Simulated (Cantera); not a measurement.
Mixture: CO : H2 : O2 : N2 = 1 : 0.19 : 1.42 : 7.65 (molar parts), equivalence ratio 0.42, at 1.30 bar, adiabatic and at constant volume. Ignition delay is the time to a rise of 400 K.

Detailed kinetics in Cantera: GRI-Mech 3.0 (53 species, 325 reactions). Where the delays flatten at high temperature, the 400 K rule measures the pace of heat release, not the induction time.

Task: What does this change do: 0.93 parts H2O added?

Result: 
| quantity | before | after |
|---|---|---|
| delay at 1175 K | 0.166 ms | 0.197 ms |
| delay at 1325 K | 0.107 ms | 97.2 µs |
| delay at 1475 K | 91.3 µs | 69.9 µs |
| delay at 1625 K | 92.5 µs | 61.3 µs |
| delay at 1775 K | 0.106 ms | 62.5 µs |

Task: What does this change do: constant pressure in place of constant volume?

Result: 
```csv
quantity,before,after
delay at 1175 K,0.166 ms,0.213 ms
delay at 1325 K,0.107 ms,0.146 ms
delay at 1475 K,91.3 µs,0.133 ms
delay at 1625 K,92.5 µs,0.144 ms
delay at 1775 K,0.106 ms,0.173 ms
```
